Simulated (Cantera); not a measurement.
Cantera run, input and output.

```python
import numpy as np
import cantera as ct

gas = ct.Solution("gri30.yaml")
gas.TPX = 425, 13332, {'C3H8': 1, 'O2': 7.14, 'N2': 26.9, 'H2O': 0.88}
flame = ct.FreeFlame(gas, width=0.16)
flame.set_refine_criteria(ratio=3, slope=0.08, curve=0.16)
flame.transport_model = "mixture-averaged"
flame.solve(loglevel=0, auto=True)
z, T = flame.grid, flame.T
thick = (T[-1] - T[0]) / np.gradient(T, z).max()
show = ['C3H8', 'O2', 'N2O', 'CH4', 'O', 'CO']
print(f"laminar burning velocity  {flame.velocity[0] * 100:.3f} cm/s")
print(f"burnt temperature         {T[-1]:.1f} K")
print(f"thermal thickness         {thick * 1e3:.4f} mm")
print(f"grid points               {len(z)}")
z0 = z[flame.heat_release_rate.argmax()]
print(f"{'z/mm':>9s}{'T/K':>9s}{'u/(m/s)':>9s}" + "".join(f"{s:>11s}" for s in show))
rows = []
for k in (-3, -2, -1.5, -1, -0.5, -0.25, 0, 0.25, 0.5, 1, 2, 4, 8):
    zz = z0 + k * thick
    rows.append([k * thick, np.interp(zz, z, T), np.interp(zz, z, flame.velocity),
                 *(np.interp(zz, z, flame.X[gas.species_index(s)]) for s in show)])
    print(f"{rows[-1][0] * 1e3:9.3f}{rows[-1][1]:9.1f}{rows[-1][2]:9.3f}" + "".join(f"{x:11.3e}" for x in rows[-1][3:]))
```

It prints:

```
laminar burning velocity  80.863 cm/s
burnt temperature         1943.1 K
thermal thickness         2.2965 mm
grid points               146
     z/mm      T/K  u/(m/s)       C3H8         O2        N2O        CH4          O         CO
   -6.890    425.1    0.809  2.783e-02  1.987e-01  2.387e-14  2.354e-07  6.723e-14  1.549e-06
   -4.593    426.1    0.812  2.780e-02  1.984e-01  7.856e-13  4.091e-06  1.655e-11  3.157e-05
   -3.445    429.7    0.820  2.776e-02  1.979e-01  4.315e-12  1.655e-05  2.218e-10  1.377e-04
   -2.297    459.1    0.879  2.753e-02  1.951e-01  5.170e-11  1.114e-04  9.149e-09  1.067e-03
   -1.148    724.1    1.412  2.225e-02  1.723e-01  1.013e-09  8.941e-04  1.540e-06  1.109e-02
   -0.574   1060.9    2.113  9.657e-03  1.399e-01  3.314e-09  1.419e-03  5.951e-05  2.706e-02
    0.000   1394.4    2.822  5.952e-04  1.026e-01  8.516e-09  7.838e-04  1.057e-03  4.385e-02
    0.574   1523.7    3.090  2.163e-06  8.176e-02  1.668e-08  1.331e-04  4.356e-03  4.337e-02
    1.148   1557.0    3.149  2.148e-09  7.331e-02  2.355e-08  1.262e-05  6.543e-03  3.535e-02
    2.297   1594.3    3.208  7.618e-15  6.702e-02  2.865e-08  8.068e-08  7.645e-03  2.365e-02
    4.593   1643.7    3.289  3.484e-21  6.326e-02  2.991e-08  3.314e-11  7.495e-03  1.497e-02
    9.186   1705.4    3.398  9.021e-31  6.127e-02  3.278e-08  4.970e-17  6.313e-03  1.142e-02
   18.372   1774.6    3.520  1.952e-43  5.982e-02  3.887e-08  1.966e-19  4.582e-03  9.261e-03
```

Computed with Cantera and GRI-Mech 3.0 (53 species, 325 reactions). GRI-Mech 3.0 was tuned for natural gas; its chemistry of propane as a main component is partial and can be far from experiment. Burning velocities carry a grid error of a few per cent, more on coarse grids.
